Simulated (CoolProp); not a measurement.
Vapour-liquid equilibrium of R13 (1) + isobutane (2) at 0.253 MPa; x and y are mole fractions of (1).

The numbers come from the multi-fluid Helmholtz-energy mixture model, Platzer 1990 and Bücker 2006; pair parameters Bell 2016 in CoolProp. This equation is an older, rougher fit; its heat capacities, sound speeds and derivatives of the liquid may be far off and weren't checked against measurements.

| x | bubble temperature (°C) | y at the bubble point | dew temperature at overall composition x (°C) | liquid density (mol/L) |
|---|---|---|---|---|
| 0.05 | -4.1 | 0.468 | 12.6 | 10.15 |
| 0.2 | -33.1 | 0.856 | 7.4 | 11.01 |
| 0.35 | -44.6 | 0.929 | 1.4 | 11.58 |
| 0.5 | -50.6 | 0.956 | -5.7 | 12.08 |
| 0.65 | -54.6 | 0.971 | -14.5 | 12.56 |
| 0.8 | -58.0 | 0.983 | -26.7 | 13.07 |
| 0.95 | -61.3 | 0.996 | -49.3 | 13.63 |

No azeotrope shows between x = 0.05 and 0.95.

The pair parameters rest on a limited set of measurements; away from them the model extrapolates.
